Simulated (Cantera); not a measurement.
Input (Python, Cantera) and output of one run.

```python
import numpy as np
import cantera as ct

gas_names = """
    C CN CO CO2 C2 CCN CNC C2N2 C2O C3 C3O2 C4 C4N2 C5 N NCO NO NO2 NO3 N2 N2O O O2 O3 Pb PbO Pb2
""".split()
cond_names = """
    C(gr) Pb(cr) Pb(L) PbO(rd) PbO(yw) PbO(L) PbO2(s) Pb3O4(s)
""".split()


# ... load() reads the species with a 1 bar reference pressure and builds the phases ...
atoms = {
    'Pb': {'Pb': 1},
    'CO': {'C': 1, 'O': 1},
    'N2': {'N': 2},
}
top_T = {'C(gr)': 4500, 'Pb3O4(s)': 820}  # K; cautious upper limits of use, not melting points


# ... equilibrate(T, P, feed) seeds the gas with the atoms and calls Mixture.equilibrate('TP', solver="vcs", rtol=1e-11, max_steps=5000) ...
results = []
feed = {'Pb': 1, 'CO': 6.7, 'N2': 86}  # mol
T = 1073  # K
P = 1500  # Pa
mix = equilibrate(T, P, feed)
results.append((T, P, feed, dict(zip(mix.species_names, mix.species_moles))))
print(gas.report(threshold=0.001))
for i in range(1, mix.n_phases):
    print(f"{mix.phase(i).name:16s} {mix.phase_moles(i):12.5e} mol")
```

It prints:

```
       temperature   1073 K
          pressure   1500 Pa
           density   0.0048569 kg/m^3
  mean mol. weight   28.887 kg/kmol
   phase of matter   gas

                          1 kg             1 kmol
                     ---------------   ---------------
          enthalpy        5.8312e+05        1.6844e+07  J
   internal energy        2.7428e+05        7.9231e+06  J
           entropy            9282.2        2.6814e+05  J/K
    Gibbs function       -9.3767e+06       -2.7086e+08  J
 heat capacity c_p            1143.3             33026  J/K
 heat capacity c_v            855.44             24711  J/K

                      mass frac. Y      mole frac. X     chem. pot. / RT
                     ---------------   ---------------   ---------------
                CO           0.06972          0.071903           -45.009
                N2           0.89531           0.92321           -29.326
                Pb          0.034948         0.0048723           -10.133
     [  +24 minor]        1.7244e-05        1.0963e-05

C(gr)             1.01726e-03 mol
Pb(L)             5.46125e-01 mol
PbO(yw)           0.00000e+00 mol
PbO2(s)           0.00000e+00 mol
```

Equilibrium computed with Cantera from the NASA thermochemical tables; the gas is ideal and each condensed phase is pure.
